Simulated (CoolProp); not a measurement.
Vapour-liquid equilibrium of methanol (1) + dimethyl carbonate (2) at 0.00658 MPa; x and y are mole fractions of (1).

The numbers come from the multi-fluid Helmholtz-energy mixture model, de Reuck 1993 and Zhou 2011; pair parameters Bell 2016 in CoolProp.

```
x     bubble temperature, mixture model (K)  bubble temperature, Raoult's law (K)  y, mixture model  y, Raoult's law
----  -------------------------------------  ------------------------------------  ----------------  ---------------
0.05                                  290.0                                 295.0             0.309            0.109
0.2                                       ?                                 291.8             0.597            0.368
0.35                                      ?                                 289.1                 ?            0.556
0.5                                   279.5                                 286.9                 ?            0.699
0.65                                  279.2                                 284.9                 ?            0.812
0.8                                   279.2                                 283.1                 ?            0.903
0.95                                      ?                                 281.6                 ?            0.978
```

Question: Complete the blanks.

Answer: 
- 0.2, bubble temperature, mixture model (K): 282.4
- 0.35, bubble temperature, mixture model (K): 280.2
- 0.35, y, mixture model: 0.674
- 0.5, y, mixture model: 0.705
- 0.65, y, mixture model: 0.728
- 0.8, y, mixture model: 0.771
- 0.95, bubble temperature, mixture model (K): 280.1
- 0.95, y, mixture model: 0.902

The largest gap from Raoult's law is -9.4 K in bubble temperature, at x = 0.2. y crosses x between x = 0.65 and 0.8: the model has an azeotrope there.

Pair parameters are fitted to limited data, so mixtures are less certain than the pure fluids.
